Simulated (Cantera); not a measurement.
Input (Python, Cantera):

```python
import numpy as np
import cantera as ct

gas = ct.Solution("gri30.yaml", transport_model="mixture-averaged")
show = ['CO2', 'O', 'CH4']

rows = []
print(f"{'T/K':>7s}{'rho':>11s}{'cp':>10s}{'mu':>11s}{'lambda':>11s}{'Pr':>7s}" + "".join(f"{'D_' + s:>11s}" for s in show))
for T in [400, 500, 600, 700, 800, 900]:
    gas.TPX = T, 560000, {'C3H8': 0.25}
    Pr = gas.cp_mass * gas.viscosity / gas.thermal_conductivity
    D = [gas.mix_diff_coeffs_mole[gas.species_index(s)] for s in show]
    rows.append([gas.density, gas.cp_mass, gas.viscosity, gas.thermal_conductivity, Pr, *D])
    print(f"{T:7g}{gas.density:11.4e}{gas.cp_mass:10.1f}{gas.viscosity:11.4e}"
          f"{gas.thermal_conductivity:11.4e}{Pr:7.3f}" + "".join(f"{d:11.4e}" for d in D))
print("SI units: kg/m3, J/kg/K, Pa s, W/m/K, m2/s")
```

Output:

```
    T/K        rho        cp         mu     lambda     Pr      D_CO2        D_O      D_CH4
    400 7.4251e+00    2133.9 1.0870e-05 3.0696e-02  0.756 2.5481e-06 5.3930e-06 3.8703e-06
    500 5.9401e+00    2549.2 1.3269e-05 4.4852e-02  0.754 3.8693e-06 7.9966e-06 5.8030e-06
    600 4.9501e+00    2917.3 1.5474e-05 5.9781e-02  0.755 5.4009e-06 1.0976e-05 8.0255e-06
    700 4.2429e+00    3237.2 1.7519e-05 7.4960e-02  0.757 7.1255e-06 1.4303e-05 1.0516e-05
    800 3.7126e+00    3511.9 1.9434e-05 9.0116e-02  0.757 9.0298e-06 1.7958e-05 1.3256e-05
    900 3.3000e+00    3748.9 2.1240e-05 1.0510e-01  0.758 1.1103e-05 2.1925e-05 1.6233e-05
SI units: kg/m3, J/kg/K, Pa s, W/m/K, m2/s
```

Computed with Cantera and GRI-Mech 3.0 (53 species, 325 reactions).
